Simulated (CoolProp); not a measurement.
Aqueous ammonia as a coolant, 5 % by mass, freezing at -6.1 °C, 1 atm.

Model: Melinder's fits for secondary coolants, in CoolProp.

| T (°C) | density (kg/m³) | conductivity (W/(m K)) | viscosity (mPa s) | cp (kJ/(kg K)) |
|---|---|---|---|---|
| -2.1 | 980.3 | 0.520 | 2.10 | 4.217 |
| 4.2 | 979.9 | 0.534 | 1.68 | 4.206 |
| 10.4 | 979.0 | 0.545 | 1.40 | 4.197 |
| 16.7 | 977.7 | 0.556 | 1.19 | 4.189 |
| 22.9 | 976.1 | 0.566 | 1.02 | 4.186 |
| 29.2 | 974.1 | 0.577 | 0.875 | 4.187 |
